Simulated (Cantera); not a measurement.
**Silicon carbide growth: Si(CH3)4 + CH4 + H2**

A closed system holds: 1 mol Si(CH3)4, 1 mol CH4, 140 mol H2, equilibrated at 0.110 bar.

Method: chemical equilibrium by Gibbs-energy minimisation in Cantera with the NASA 1993 tables (ideal gas, pure condensed phases). Candidate condensed phases: C, C6H6, C7H8, C8H18, Si, SiC; 87 gas species. Gases not in the tables: Si2H6 and higher silanes. The numbers say what is thermodynamically allowed, not how fast it happens.

From 950 °C to 1850 °C the condensed part is C(graphite) + SiC(s).

```csv
T (°C),x H2,x H,x C2H2 (acetylene),x CH4,x Si,x SiH,n C(graphite),n SiC(s)
950,0.999,9.06e-7,1.56e-7,0.00146,<1e-12,<1e-12,3.78,1.00
1100,0.999,1.00e-5,1.73e-6,0.000553,1.49e-11,2.82e-11,3.92,1.00
1250,1.000,6.97e-5,1.18e-5,0.000253,1.30e-9,1.26e-9,3.96,1.000
1400,0.999,0.000343,5.69e-5,0.000133,5.07e-8,2.84e-8,3.96,1.000
1550,0.998,0.00131,0.000211,7.82e-5,1.07e-6,3.80e-7,3.93,1.000
1700,0.995,0.00406,0.000638,4.97e-5,1.42e-5,3.40e-6,3.81,0.997
1850,0.987,0.0107,0.00164,3.35e-5,0.000130,2.21e-5,3.53,0.972
```
x: gas mole fraction; n: condensed amount in mol.
